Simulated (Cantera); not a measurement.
Ammonia decomposition in nitride growth gas

A perfectly stirred reactor is fed with NH₃ : H₂ = 1 : 0.13 (molar parts), at 2670 Pa; it is held at 2075 K, and followed from long to short residence time.

Computed with Cantera and the gas-phase N/H chemistry of the illustrative SiF4/NH3 mechanism in the Surface Chemkin manual (1991). Walls and surfaces, which speed up NH3 decomposition in real reactors, are not modelled.

```
τ (s)    x NH₃   x H₂    x N₂H₄     x NH₂      x N₂       x H
-------  -----  -----  --------  --------  --------  --------
0.33     0.412  0.461   8.97e-9   0.00114     0.125  0.000430
0.11     0.640  0.294   1.66e-8   0.00155    0.0643  0.000241
0.038    0.783  0.188   2.22e-8   0.00180    0.0262  0.000147
0.013    0.849  0.140   2.38e-8   0.00186   0.00882  0.000106
0.0043   0.874  0.122   1.98e-8   0.00170   0.00224   8.16e-5
0.0015   0.882  0.117   9.94e-9   0.00120  0.000330   5.46e-5
0.00049  0.884  0.115   1.72e-9  0.000501   1.23e-5   2.28e-5
0.00017  0.885  0.115  2.14e-10  0.000177   2.98e-7   8.54e-6
```
x: mole fraction; the columns are a selection and need not sum to one.
